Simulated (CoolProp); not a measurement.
Vapour-liquid equilibrium of R143a (1) + isobutene (2) at 0.309 bar; x and y are mole fractions of (1).

Values from CoolProp's multi-fluid Helmholtz-energy mixture model, Lemmon and Jacobsen 2000 and Lemmon 2005; pair parameters Bell 2016.

Task: Give the bubble temperature and the first vapour's composition at x = 0.45, 0.55, 0.85. Is there an azeotrope?

Result: x = 0.45: 208.3 K, y = 0.878; x = 0.55: 207.4 K, y = 0.891; x = 0.85: 205.0 K, y = 0.946. No azeotrope shows between x = 0.05 and 0.95.

Pair parameters are fitted to limited data, so mixtures are less certain than the pure fluids. With so large a gap from Raoult's law the liquid may split in two, which this calculation doesn't test in full.
